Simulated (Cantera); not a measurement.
# Fluorocarbon and chlorocarbon gases: CCl4 + CH4

Feed: 1 mol CCl4, a varied amount of CH4, at 925 °C and 0.330 bar.

Cantera equilibrium calculation (NASA polynomials, part measured and part estimated; ideal gas, pure solids and liquids). Candidate condensed phases: C, C6H6, C7H8, C8H18; 91 gas species. Gases not in the tables: chlorinated aromatics. Equilibrium is a limit: real reactors are often held back by kinetics, nucleation or transport.

```tsv
n(CH4) (mol)	log p Cl2	log p HCl	log p H2	log p Cl	log p CCl4	log p CH4	n C(graphite)
0.0074	-0.49	-2.32	<-12	-2.58	-3.91	<-12	1.01
0.015	-0.50	-2.01	-12.42	-2.58	-3.93	<-12	1.01
0.032	-0.51	-1.69	-11.76	-2.59	-3.96	<-12	1.03
0.066	-0.54	-1.39	-11.13	-2.61	-4.02	<-12	1.07
0.14	-0.61	-1.09	-10.47	-2.64	-4.15	<-12	1.14
0.28	-0.74	-0.84	-9.84	-2.70	-4.40	<-12	1.28
0.58	-1.06	-0.62	-9.07	-2.86	-5.05	<-12	1.58
1.2	-8.42	-0.52	-1.52	-6.54	<-12	-4.84	2.20
```
log p: log10 of the partial pressure in bar; n: condensed amount in mol.

From 0.0074 mol CH4 to 1.2 mol CH4 the condensed part is C(graphite). The main C-bearing gas is CCl4 at 0.0074 mol CH4 and CH4 at 1.2 mol CH4.
